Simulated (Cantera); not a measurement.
Standard-state values (1 bar) from the NASA 1993 polynomials, evaluated with Cantera. Values are per mole of reaction as written; species without (g) are pure solids or liquids, kept so even where they would boil at 1 bar.

SF4(g) + 2 Na(g) → Na2S + 2 F2(g)

```
T (K)    ΔH° (kJ)   ΔS° (J/K)    ΔG° (kJ)     log10 K
-----  ----------  ----------  ----------  ----------
725    (withheld)  (withheld)  (withheld)  (withheld)
775         192.1       -85.6       258.4      -17.42
825         193.0       -84.4       262.7      -16.63
875         194.0       -83.2       266.8      -15.93
925    (withheld)  (withheld)  (withheld)  (withheld)
975    (withheld)  (withheld)  (withheld)  (withheld)
```

### Question
Complete the blanks.

### Answer

- 725, ΔH° (kJ): 191.1
- 725, ΔS° (J/K): -86.9
- 725, ΔG° (kJ): 254.1
- 725, log10 K: -18.31
- 925, ΔH° (kJ): 195.1
- 925, ΔS° (J/K): -82.1
- 925, ΔG° (kJ): 271.0
- 925, log10 K: -15.30
- 975, ΔH° (kJ): 196.1
- 975, ΔS° (J/K): -81.0
- 975, ΔG° (kJ): 275.1
- 975, log10 K: -14.74
